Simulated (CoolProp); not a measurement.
Vapour-liquid equilibrium of propane (1) + n-pentane (2) at 7.24 kPa; x and y are mole fractions of (1).

Computed with CoolProp (multi-fluid Helmholtz-energy mixture model, Lemmon 2009 and Thol 2019; pair parameters Kunz 2012).

```json
[
 {"x": "0.05", "bubble temperature, mixture model (°C)": "-47.7", "bubble temperature, Raoult's law (°C)": "-42.3", "y, mixture model": "0.788", "y, Raoult's law": "0.694"},
 {"x": "0.15", "bubble temperature, mixture model (°C)": "-64.9", "bubble temperature, Raoult's law (°C)": "-59.2", "y, mixture model": "0.950", "y, Raoult's law": "0.922"},
 {"x": "0.25", "bubble temperature, mixture model (°C)": "-72.0", "bubble temperature, Raoult's law (°C)": "-67.7", "y, mixture model": "0.976", "y, Raoult's law": "0.966"},
 {"x": "0.35", "bubble temperature, mixture model (°C)": "-76.2", "bubble temperature, Raoult's law (°C)": "-73.1", "y, mixture model": "0.986", "y, Raoult's law": "0.982"},
 {"x": "0.45", "bubble temperature, mixture model (°C)": "___", "bubble temperature, Raoult's law (°C)": "-76.9", "y, mixture model": "0.991", "y, Raoult's law": "0.990"},
 {"x": "0.55", "bubble temperature, mixture model (°C)": "-81.4", "bubble temperature, Raoult's law (°C)": "-80.0", "y, mixture model": "0.994", "y, Raoult's law": "0.994"},
 {"x": "0.65", "bubble temperature, mixture model (°C)": "-83.3", "bubble temperature, Raoult's law (°C)": "-82.4", "y, mixture model": "0.996", "y, Raoult's law": "0.996"},
 {"x": "0.75", "bubble temperature, mixture model (°C)": "___", "bubble temperature, Raoult's law (°C)": "-84.5", "y, mixture model": "0.997", "y, Raoult's law": "0.998"},
 {"x": "0.85", "bubble temperature, mixture model (°C)": "-86.4", "bubble temperature, Raoult's law (°C)": "-86.2", "y, mixture model": "0.998", "y, Raoult's law": "0.999"},
 {"x": "0.95", "bubble temperature, mixture model (°C)": "___", "bubble temperature, Raoult's law (°C)": "-87.7", "y, mixture model": "1.000", "y, Raoult's law": "1.000"}
]
```

**Question.** Some entries are withheld; supply them.

**Answer.** 
- 0.45, bubble temperature, mixture model (°C): -79.1
- 0.75, bubble temperature, mixture model (°C): -84.9
- 0.95, bubble temperature, mixture model (°C): -87.8

The largest gap from Raoult's law is -5.7 K in bubble temperature, at x = 0.15. No azeotrope shows between x = 0.05 and 0.95.

The pair parameters rest on a limited set of measurements; away from them the model extrapolates.
